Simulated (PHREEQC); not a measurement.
# Brine: speciation

Dissolve 1.2 mol/kgw Na2CO3, 0.13 mol/kgw K2SO4 and 6.7e-05 mol/kgw H4SiO4 at 65 °C. Closed to the air; pH follows from the charge balance.

All values are PHREEQC results (Pitzer model, pitzer.dat), not measurements.

Precipitation was switched off in this run.

Predict the pH, osmotic coefficient.

pH 11.17; osmotic coefficient 0.768.

In which forms is C present?

CO3-2 98 %, HCO3- 1.8 % of the C.

In brines, pH and single-ion activities rest on the MacInnes convention. Constants without temperature data keep their 25 °C values here.
